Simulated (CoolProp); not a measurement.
Values from CoolProp's reference Helmholtz-energy equation of state, Thol 2015.

### Question
For octamethylcyclotetrasiloxane (D4), give the phase and the density (kg/m³), cp (kJ/(kg K)), expansivity (1/kK) at 620 K and 29.9 bar.

### Answer
- 620 K and 29.9 bar: supercritical; density 459, cp 2.53, expansivity 7.44
